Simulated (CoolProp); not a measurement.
Saturated liquid density (kg/m³) of sulfur hexafluoride: the reference equation beside estimates from Tc = 318.7 K, pc = 3.755 MPa, ω = 0.210.

Model: reference Helmholtz-energy equation of state, Guder 2009, in CoolProp.

| T (K) | reference | Redlich-Kwong | Soave-Redlich-Kwong | Peng-Robinson |
|---|---|---|---|---|
| 234.6 | 1789 | 1644 | 1702 | 1929 |
| 245.4 | [?] | 1574 | 1634 | 1853 |
| 256.3 | 1668 | 1498 | [?] | 1768 |
| 267.1 | 1600 | 1414 | 1473 | 1672 |
| 278 | 1522 | [?] | 1377 | 1561 |
| 288.8 | [?] | 1214 | [?] | 1432 |
| 299.6 | [?] | 1087 | 1130 | 1274 |
| 310.5 | 1165 | 917.9 | 947.0 | 1057 |

Question: What belongs in the gaps?

Answer: 
- 245.4, reference: 1731
- 256.3, Soave-Redlich-Kwong: 1558
- 278, Redlich-Kwong: 1320
- 288.8, reference: 1433
- 288.8, Soave-Redlich-Kwong: 1265
- 299.6, reference: 1324

Absolute difference from the reference over all 8 rows, mean and median: Redlich-Kwong 13.3 and 12.4 %, Soave-Redlich-Kwong 10.0 and 8.7 %, Peng-Robinson 5.1 and 5.2 %.
